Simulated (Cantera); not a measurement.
A perfectly stirred reactor is fed with 1.04 % C2H4, 99.0 % H2, at 101000 Pa; it is held at 1600 K, and followed from long to short residence time.

Computed with Cantera and GRI-Mech 3.0 (53 species, 325 reactions). GRI-Mech 3.0 was tuned for natural gas; its chemistry of ethylene as a main component is partial and can be far from experiment. GRI-Mech 3.0 stops at C3 and has no aromatics, soot or wall deposition, so with more carbon than oxygen in the feed, carbon stays in small species such as C2H2 where larger ones or solid carbon would form.

**Question.** Predict: x(C2H4) at τ = 5.80 s; x(H2) at τ = 5.80 s; x(H) at τ = 5.80 s; x(CH4) at τ = 5.80 s; x(C2H2) at τ = 5.80 s; x(C2H4) at τ = 13.0 ms; x(H2) at τ = 13.0 ms; x(H) at τ = 13.0 ms; x(CH4) at τ = 13.0 ms; x(C2H2) at τ = 13.0 ms.

**Answer.** x(C2H4) at τ = 5.80 s: 0.000341
x(H2) at τ = 5.80 s: 0.982
x(H) at τ = 5.80 s: 5.44e-5
x(CH4) at τ = 5.80 s: 0.0140
x(C2H2) at τ = 5.80 s: 0.00309
x(C2H4) at τ = 13.0 ms: 0.00196
x(H2) at τ = 13.0 ms: 0.989
x(H) at τ = 13.0 ms: 8.07e-5
x(CH4) at τ = 13.0 ms: 0.000862
x(C2H2) at τ = 13.0 ms: 0.00794
